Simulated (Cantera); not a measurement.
A perfectly stirred reactor is fed with NO : N2 = 1 : 11 (molar parts), at 100.0 Torr; it is held at 1800 K, and followed from long to short residence time.

Computed with Cantera and GRI-Mech 3.0 (53 species, 325 reactions).

Q: What does this change do: temperature 1800 to 1750 K?

A: 
```csv
quantity,before,after
x(NO) at τ = 25.0 s,0.0689,0.0751
x(O) at τ = 25.0 s,3.04e-5,1.47e-5
x(N2O) at τ = 25.0 s,1.90e-6,2.19e-6
x(O2) at τ = 25.0 s,0.00717,0.00410
x(NO2) at τ = 25.0 s,1.21e-5,1.14e-5
x(NO) at τ = 0.240 s,0.0832,0.0833
x(O) at τ = 0.240 s,1.06e-5,5.99e-6
x(N2O) at τ = 0.240 s,2.67e-6,2.52e-6
x(O2) at τ = 0.240 s,5.66e-5,3.17e-5
x(NO2) at τ = 0.240 s,4.71e-6,4.81e-6
```
